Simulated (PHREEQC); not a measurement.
PHREEQC input (ion-association model, phreeqc.dat):

```
SOLUTION_SPECIES
  CO3-2 + 10 H+ + 8 e- = CH4 + 3 H2O  # shut off: no methane
    -log_k -100
    -delta_h 0
    -analytic -100
SOLUTION 1
  temp 25
  units mol/kgw
  pH 7 charge
END
SELECTED_OUTPUT 1
  -reset false
  -pH true
  -pe true
  -ionic_strength true
  -water true
  -totals C C(-4) C(4) Sg
  -molalities H+ CO3-2 OH- HCO3- CO2 (CO2)2
USER_PUNCH 1
  -headings p_CO2(g) phi_CO2(g) p_H2Sg(g) phi_H2Sg(g) p_H2O(g) phi_H2O(g) density
  10 PUNCH PR_P("CO2(g)"), PR_PHI("CO2(g)"), PR_P("H2Sg(g)"), PR_PHI("H2Sg(g)"), PR_P("H2O(g)"), PR_PHI("H2O(g)"), RHO
PRINT
  -reset false
USE solution 1
REACTION_TEMPERATURE 1
  30
GAS_PHASE 1
  -fixed_pressure
  -pressure 10
  -temperature 30
  -volume 20
  CO2(g) 3.6
  H2Sg(g) 6.4
  H2O(g) 0
END
# ... the last block is repeated for the other 6 points of T (°C)
```

Selected output (columns that matter, 7 of 7 rows; T (°C) added in front):

```
T (°C)	pH	mu	C	Sg	m_H+	m_OH-	m_CO2	p_CO2(g)	phi_CO2(g)	p_H2Sg(g)	phi_H2Sg(g)	p_H2O(g)	phi_H2O(g)	density
30	3.4818	0.00033663	0.10425	0.45198	0.00033663	4.5406e-11	0.10364	3.7014	0.94896	6.2525	0.92512	0.046135	0.9076	0.99661
40	3.4902	0.00033021	0.082582	0.37187	0.00033021	9.2492e-11	0.082062	3.6736	0.95386	6.247	0.93134	0.079431	0.91475	0.99305
50	3.4993	0.00032348	0.067585	0.31685	0.00032348	1.7675e-10	0.067134	3.6441	0.95824	6.2242	0.93692	0.13174	0.92101	0.98879
60	3.5091	0.00031631	0.056809	0.27815	0.00031631	3.1918e-10	0.056412	3.6082	0.96217	6.1806	0.94194	0.21122	0.92644	0.98391
70	3.5201	0.00030846	0.04879	0.25036	0.00030846	5.4826e-10	0.048437	3.5609	0.96571	6.1107	0.94648	0.32839	0.93108	0.97846
80	3.5328	0.00029962	0.042607	0.22995	0.00029962	9.0127e-10	0.042291	3.4967	0.96893	6.0069	0.95061	0.49643	0.93498	0.97249
90	3.5479	0.00028944	0.037654	0.21447	0.00028944	1.4259e-09	0.037371	3.409	0.9719	5.8596	0.9544	0.73141	0.93815	0.96601
```

Away from 25 °C the constants follow the database's enthalpies or fits; those with neither stay at their 25 °C values.
